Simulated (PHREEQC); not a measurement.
Dissolve 0.33 mol MgSO4, 0.052 mol K2SO4 and 0.0003 mol H4SiO4 per kg of water at 20 °C. Closed to the air; pH follows from the charge balance.

The numbers come from PHREEQC with the Pitzer model, pitzer.dat.

```tsv
quantity	before	after
pH	6.67	6.94
HSO4- (mol/kgw)	6.68e-7	5.60e-7
H3SiO4- (mol/kgw)	5.56e-7	7.04e-7
SI of SiO2(a) (SiO2)	-0.77	-0.80
```

Task: What was changed between the two runs?
(A) diluted 10-fold with water
(B) MgSO4 from 0.33 to 1.65 mol/kgw
(C) diluted 100-fold with water
(D) MgSO4 replaced by Na2SO4 at the same molality
(E) K2SO4 left out

Result: D, MgSO4 replaced by Na2SO4 at the same molality

Precipitation was switched off in this run. In brines, pH and single-ion activities rest on the MacInnes convention.
